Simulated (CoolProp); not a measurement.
A Linde-Hampson liquefier for dry air: isothermal reversible compression at 280 K from 1 atm to 10 MPa, throttling to 1 atm, return gas leaving the recuperator 10 K below the feed. Each further row changes one setting.

The numbers come from the reference Helmholtz-energy equation of state, Lemmon 2000 in CoolProp. It is a pseudo-pure fit of the blend.

| case | liquid yield per pass | compression work (kJ/kg of gas) |
|---|---|---|
| as stated | ___ | 366 |
| high pressure 20 MPa | 0.076 | ___ |
| warm-end temperature 310 K | ___ | ___ |
| warm-end gap 15 K | ___ | 366 |

**Question.** Some entries are withheld; supply them.

**Answer.** 
- as stated, liquid yield per pass: 0.034
- high pressure 20 MPa, compression work (kJ/kg of gas): 421
- warm-end temperature 310 K, liquid yield per pass: 0.020
- warm-end temperature 310 K, compression work (kJ/kg of gas): 408
- warm-end gap 15 K, liquid yield per pass: 0.022
